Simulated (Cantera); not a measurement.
Input (Python, Cantera) and output of one run.

```python
import numpy as np
import cantera as ct

gas_names = """
    C CN CO CO2 C2 CCN CNC C2N2 C2O C3 C3O2 C4 C4N2 C5 N NCO NO NO2 NO3 N2 N2O O O2 O3 Pb PbO Pb2
""".split()
cond_names = """
    C(gr) Pb(cr) Pb(L) PbO(rd) PbO(yw) PbO(L) PbO2(s) Pb3O4(s)
""".split()


# ... load() reads the species with a 1 bar reference pressure and builds the phases ...
atoms = {
    'Pb': {'Pb': 1},
    'CO2': {'C': 1, 'O': 2},
    'N2': {'N': 2},
}
top_T = {'C(gr)': 4500, 'Pb3O4(s)': 820}  # K; cautious upper limits of use, not melting points


# ... equilibrate(T, P, feed) seeds the gas with the atoms and calls Mixture.equilibrate('TP', solver="vcs", rtol=1e-11, max_steps=5000) ...
results = []
T = 898  # K
P = 120000  # Pa
for m in [0.063, 0.11, 0.2, 0.36, 0.64, 1.1, 2, 3.6, 6.5]:
    feed = {'Pb': 1, 'CO2': m, 'N2': 38}  # mol
    mix = equilibrate(T, P, feed)
    results.append((T, P, feed, dict(zip(mix.species_names, mix.species_moles))))

top = {s: max(r[3][s] / sum(r[3][g] for g in gas_names) for r in results) for s in gas_names}
cols = sorted((s for s in top if top[s] > 1e-06), key=lambda s: -top[s])[:5]
seen = [c for c in cond_names if any(r[3].get(c, 0) > 1e-12 for r in results)]
print("log10 of partial pressures in bar; condensed amounts in mol")
print(f"{'n(CO2)':>10s}" + "".join(f"{s[:9]:>10s}" for s in cols + seen))
for T, P, feed, n in results:
    ng = sum(n[g] for g in gas_names)
    print(f"{feed['CO2']:10.4g}" + "".join(f"{np.log10(max(n[s] / ng * P / 1e5, 1e-99)):10.3f}" for s in cols)
          + "".join(f"{n.get(c, 0):10.4g}" for c in seen))
```

It prints:

```
log10 of partial pressures in bar; condensed amounts in mol
    n(CO2)        N2       CO2        CO        Pb     Pb(L)   PbO(yw)
     0.063     0.078    -2.702    -7.073    -5.888         1 2.464e-06
      0.11     0.078    -2.460    -6.831    -5.888         1 4.464e-06
       0.2     0.077    -2.202    -6.573    -5.888         1 8.295e-06
      0.36     0.075    -1.948    -6.319    -5.888    0.9999 1.511e-05
      0.64     0.072    -1.702    -6.073    -5.888    0.9999 2.702e-05
       1.1     0.067    -1.472    -5.843    -5.888    0.9999  4.66e-05
         2     0.057    -1.222    -5.593    -5.888    0.9999 8.491e-05
       3.6     0.040    -0.984    -5.355    -5.888    0.9998  0.000153
       6.5     0.011    -0.756    -5.127    -5.888    0.9997 0.0002764
```

Equilibrium computed with Cantera from the NASA thermochemical tables; the gas is ideal and each condensed phase is pure.
